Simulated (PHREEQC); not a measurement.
A PHREEQC speciation (ion-association model, wateq4f.dat) at 25 °C gives pH 2.99 and these molalities:

```tsv
species	mol/kgw
CuSO4	0.149
Cu+2	0.130
SO4-2	0.127
Cl-	0.00512
HSO4-	0.00385
H+	0.00135
CuCl+	0.000439
CuOH+	4.81e-7
CuCl2	4.44e-7
Cu2(OH)2+2	1.46e-7
```

### Question
What are the element totals, and what could have been dissolved in 1 kg of water to give them?

### Answer
Several could match; the one computed here: totals Cl 0.00556, Cu(2) 0.280, S(6) 0.280 mol/kgw, from 0.0052 mol/kgw HCl, 0.28 mol/kgw CuSO4 and 0.00018 mol/kgw CuCl2.

No solid was allowed to form. Complexes and solids missing from the database can't appear.
